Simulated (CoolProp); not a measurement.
The fluid at 354.29 K and 6.62 MPa flows at 0.84 m/s in a round tube of 12.7 mm bore and 15 µm roughness, fully developed (64/Re and Nu = 3.66 if laminar; Colebrook and Gnielinski if turbulent). The same conditions are run with several fluids, on thermodynamics alone (safety and materials aside).

Computed with CoolProp (reference Helmholtz-energy equation of state of each fluid (nitrogen: Span 2000; C2F6 (R116): Lemmon 2006; normal hydrogen: Leachman 2009; dry air: Lemmon 2000; ethane: Bücker 2006)). Blends and air are pseudo-pure fits.

| fluid | Reynolds number | Darcy friction factor | pressure drop (Pa/m) | heat-transfer coefficient (W/(m² K)) | mass flow (kg/h) |
|---|---|---|---|---|---|
| nitrogen | 31200 | 0.0262 | 45.2 | 213 | 23.7 |
| C2F6 (R116) | 163000 | 0.0220 | ___ | ___ | ___ |
| normal hydrogen | ___ | 0.0395 | 4.80 | 261 | 1.68 |
| dry air | 31200 | 0.0262 | 47.0 | ___ | 24.7 |
| ethane | 72600 | 0.0235 | 66.6 | 741 | 39.1 |

**Question.** Complete the blanks.

**Answer.** 
- C2F6 (R116), pressure drop (Pa/m): 305
- C2F6 (R116), heat-transfer coefficient (W/(m² K)): 1260
- C2F6 (R116), mass flow (kg/h): 192
- normal hydrogen, Reynolds number: 4640
- dry air, heat-transfer coefficient (W/(m² K)): 215

Transport values come from each fluid's own correlations; those of C2F6 (R116) are estimates that may be off by 10 % or more.
